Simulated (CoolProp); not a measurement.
n-decane along the isotherm 620 K: fugacity coefficient from the reference equation and from simpler models built on Tc = 617.7 K, pc = 2101 kPa, ω = 0.488; each cubic takes its own stable root.

The numbers come from the reference Helmholtz-energy equation of state, Lemmon 2006 in CoolProp. It is a short technical equation, of lower accuracy than the large ones.

```json
[
 {"p (kPa)": "16.6", "phase": "gas", "reference": "0.9972"},
 {"p (kPa)": "29.5", "phase": "gas", "reference": "0.9951"},
 {"p (kPa)": "52.5", "phase": "gas", "reference": "0.9912"},
 {"p (kPa)": "93.4", "phase": "gas", "reference": "0.9844"},
 {"p (kPa)": "166", "phase": "gas", "reference": "0.9724"},
 {"p (kPa)": "295", "phase": "gas", "reference": "0.9511"},
 {"p (kPa)": "525", "phase": "gas", "reference": "0.9135"},
 {"p (kPa)": "934", "phase": "gas", "reference": "0.8472"},
 {"p (kPa)": "1660", "phase": "gas", "reference": "0.7296"},
 {"p (kPa)": "2950", "phase": "supercritical", "reference": "0.5009"},
 {"p (kPa)": "5250", "phase": "supercritical", "reference": "0.3288"}
]
```

Q: How far does each simpler model (Redlich-Kwong, Peng-Robinson) lie from the reference over these 11 states: mean and median of the absolute difference, and the worst?

A: 
- Redlich-Kwong: mean 1.6 %, median 0.2 %, worst +9.1 % at 620 K and 5250 kPa
- Peng-Robinson: mean 0.6 %, median 0.3 %, worst +3.0 % at 620 K and 5250 kPa
